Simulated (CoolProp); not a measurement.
Fluorine along the isobar 20000 kPa: Z from the reference equation and from simpler models built on Tc = 144.4 K, pc = 5240 kPa, ω = 0.045; each cubic takes its own stable root.

The numbers come from the reference Helmholtz-energy equation of state, de Reuck 1990 in CoolProp.

| T (K) | phase | reference | van der Waals | Redlich-Kwong |
|---|---|---|---|---|
| 117.7 | liquid | 0.5797 | 0.7903 | 0.5790 |
| 128 | liquid | 0.5642 | 0.7567 | 0.5683 |
| 138.2 | liquid | 0.5571 | 0.7323 | 0.5667 |
| 148.5 | supercritical | 0.5588 | 0.7157 | 0.5743 |
| 158.8 | supercritical | 0.5710 | 0.7066 | 0.5917 |
| 169.1 | supercritical | 0.5957 | 0.7046 | 0.6191 |
| 179.4 | supercritical | 0.6337 | … | 0.6550 |
| 189.7 | supercritical | 0.6812 | 0.7209 | 0.6961 |
| 199.9 | supercritical | 0.7303 | 0.7378 | 0.7378 |
| 210.2 | supercritical | 0.7763 | … | 0.7775 |
| 220.5 | supercritical | 0.8168 | 0.7822 | 0.8130 |
| 230.8 | supercritical | 0.8517 | … | 0.8440 |
| 241.1 | supercritical | … | 0.8292 | … |
| 251.3 | supercritical | 0.9066 | 0.8505 | 0.8932 |
| 261.6 | supercritical | 0.9280 | 0.8701 | 0.9127 |

What belongs in the gaps?


- 179.4, van der Waals: 0.7095
- 210.2, van der Waals: 0.7589
- 230.8, van der Waals: 0.8061
- 241.1, reference: 0.8815
- 241.1, Redlich-Kwong: 0.8706
